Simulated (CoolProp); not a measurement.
A single-stage vapour-compression cycle with R115: evaporating at 194.15 K (dew point), condensing at 250.15 K (bubble point), superheat 0 K, subcooling 5 K, compressor efficiency 0.85, no pressure losses. Each further row changes one setting.

Computed with CoolProp (reference Helmholtz-energy equation of state, Lemmon 2016).

| case | cooling COP | pressure ratio | discharge temperature (K) | refrigerating effect (kJ/kg) | volumetric capacity (kJ/m³) |
|---|---|---|---|---|---|
| as stated | 2.34 | 17.9 | 262.4 | 92.6 | 98.9 |
| evaporating temperature 199.15 K | 2.71 | 12.8 | 260.0 | 95.4 | 139 |
| condensing temperature 245.15 K | 2.66 | 14.7 | 257.3 | 97.4 | 104 |
| subcooling 10 K | 2.46 | 17.9 | 262.4 | 97.3 | 104 |
| superheat 10 K | 2.36 | 17.9 | 273.6 | 98.4 | 99.8 |
| compressor efficiency 0.75 | 2.07 | 17.9 | 270.0 | 92.6 | 98.9 |
